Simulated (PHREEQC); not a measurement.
Dissolve 0.0079 mol MgSO4, 0.0042 mol FeCl2 and 0.39 mol MgCl2 per kg of water at 25 °C. Closed to the air; pH follows from the charge balance.

All values are PHREEQC results (ion-association model, phreeqc.dat), not measurements.

| quantity | before | after |
|---|---|---|
| pH | 6.07 | 6.16 |
| ionic strength (mol/kgw) | 1.19 | 0.0330 |
| MgSO4 (mol/kgw) | 0.00594 | 0.00195 |
| SO4-2 (mol/kgw) | 0.00193 | 0.00511 |
| MgOH+ (mol/kgw) | 7.45e-7 | 1.95e-8 |
| HSO4- (mol/kgw) | 2.76e-8 | 2.09e-7 |

Q: Name the change that produced these shifts.
A) temperature from 25 to 35 °C
B) temperature from 25 to 75 °C
C) MgCl2 left out
D) FeCl2 left out
E) FeCl2 replaced by HCl at the same molality

A: C, MgCl2 left out

This is a speciation only: nothing precipitates in the calculation. The ionic strength passes 0.7 mol/kgw, the rough limit of the ion-association models, in before.
